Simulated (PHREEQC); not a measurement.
Consider water at 20 °C and 100 atm with 0.057 mol/kgw HCl, 0.0016 mol/kgw MgCl2 and 0.00027 mol/kgw KCl. Closed to the air; pH follows from the charge balance.

Model: ion-association model, phreeqc.dat, run in PHREEQC.

**Question.** The ionic strength comes out as 0.0621 mol/kgw. What activity coefficients do H+, K+, Cl-, Mg+2 get?

**Answer.** H+ 0.85, K+ 0.80, Cl- 0.80, Mg+2 0.46.

No solid was allowed to form. Species that the database lacks are ignored. Under pressure, the constants of complexes without a molar volume in the database are unreliable.
